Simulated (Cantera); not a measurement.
Source: NASA polynomial tables (part measured, part estimated), evaluated in Cantera. Values are per mole of reaction as written; species without (g) are pure solids or liquids, kept so even where they would boil at 1 bar.

3 C3H8(g) + Ti2O3 ⇌ 3 CO(g) + 2 Ti + 6 CH4(g), with ΔH° = 1055.7 kJ and ΔS° = 884.3 J/K at 300 K.

### Question
How far is the shortcut ΔG° ≈ ΔH°(300 K) − T·ΔS°(300 K) from the full temperature-dependent value at 1748, 1798, 1848, 1898, 1948, 1998, 2048, 2098, 2148 K?

### Answer
| T (K) | shortcut (kJ) | full (kJ) | difference (kJ) | difference in log10 K | condensed phases |
|---|---|---|---|---|---|
| 1748 | -490.1 | -429.1 | -61.0 | 1.82 | Ti2O3(s), Ti(β) |
| 1798 | -534.3 | -469.6 | -64.7 | 1.88 | Ti2O3(s), Ti(β) |
| 1848 | -578.5 | -510.0 | -68.5 | 1.94 | Ti2O3(s), Ti(β) |
| 1898 | -622.7 | -550.4 | -72.4 | 1.99 | Ti2O3(s), Ti(β) |
| 1948 | -667.0 | -590.7 | -76.2 | 2.04 | Ti2O3(s), Ti(l) |
| 1998 | -711.2 | -631.8 | -79.4 | 2.08 | Ti2O3(s), Ti(l) |
| 2048 | -755.4 | -672.8 | -82.6 | 2.11 | Ti2O3(s), Ti(l) |
| 2098 | -799.6 | -713.8 | -85.8 | 2.14 | Ti2O3(s), Ti(l) |
| 2148 | -843.8 | -753.2 | -90.6 | 2.20 | Ti2O3(l), Ti(l) |
The shortcut ignores heat capacities and the phase changes listed.
